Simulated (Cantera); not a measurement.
Charge: 1 mol Si, 3.5 mol HCl, 4.6 mol H2, held at 800 K and 0.100 bar.

These are equilibrium values from Cantera (NASA tables, ideal gas, pure condensed phases), not measurements of a reactor. Candidate condensed phases: Si; 19 gas species. The tables' values for SiCl3 are old estimates; treat these amounts as uncertain. Rates play no part.

Base state: H2 0.868, SiCl4 0.0968, SiHCl3 0.0322, HCl 0.00236, SiH2Cl2 0.000865, SiCl3 7.57e-5 (mole fractions); condensed: Si(s).

### Question
What changes in the equilibrium state with this change: temperature from 800 K to 1025 K?

### Answer
| species | before | after |
|---|---|---|
| H2 | 0.868 | 0.852 |
| SiCl4 | 0.0968 | 0.0914 |
| SiHCl3 | 0.0322 | 0.0280 |
| HCl | 0.00236 | 0.0239 |
| SiCl2 | 6.57e-6 | 0.00119 |
| SiCl3 | 7.57e-5 | 0.00229 |
| Si(s), mol | 0.0682 | 0.106 |
